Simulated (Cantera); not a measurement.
Feed: 1 mol Si3H8, 45 mol N2, equilibrated at 925 K and 825 Torr.

These are equilibrium values from Cantera (NASA tables, ideal gas, pure condensed phases), not measurements of a reactor. Candidate condensed phases: Si, Si3N4; 18 gas species. The feed counts by its element totals alone. N2 is the only nitrogen source here; it is nearly inert below about 1500 K, so the nitride shown seldom forms there in practice. The numbers say what is thermodynamically allowed, not how fast it happens.

Base state: N2 0.915, H2 0.0851, NH3 2.60e-5 (mole fractions); condensed: Si3N4(s).

### Question
What changes in the equilibrium state with this change: Si3H8 replaced by Si2Cl6?

### Answer
```csv
species,before,after
N2,0.915,0.968
SiCl4,0,0.0325
H2,0.0851,0
NH3,2.60e-5,0
"Si3N4(s), mol",1.00,0.167
```
